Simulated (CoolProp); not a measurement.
A simple Rankine cycle with c-C4F8 (RC318): condensing at 307.15 K, boiler at 1.16 MPa, turbine inlet 386.8 K, turbine efficiency 0.85, pump efficiency 0.7, no recuperator. Each further row changes one setting.

Values from CoolProp's reference Helmholtz-energy equation of state, Platzer 1990. This equation is an older, rougher fit; its heat capacities, sound speeds and derivatives of the liquid may be far off and weren't checked against measurements.

| case | thermal efficiency (%) | net work (kJ/kg) | heat in (kJ/kg) | turbine exit temperature (K) | volume ratio over the turbine |
|---|---|---|---|---|---|
| as stated | 7.0 | 11.5 | 164 | 366.6 | 2.97 |
| turbine inlet 406.8 K | ? | 12.5 | 183 | ? | 2.91 |
| condensing temperature 299.15 K | 8.4 | 14.4 | 173 | 362.5 | 3.80 |
| boiler pressure 0.812 MPa | 4.8 | 7.96 | 167 | 374.3 | ? |
| turbine efficiency 0.75 | 6.2 | 10.1 | 164 | 368.2 | 2.98 |

**Question.** What belongs in the gaps?

**Answer.** 
- turbine inlet 406.8 K, thermal efficiency (%): 6.8
- turbine inlet 406.8 K, turbine exit temperature (K): 387.1
- boiler pressure 0.812 MPa, volume ratio over the turbine: 2.01
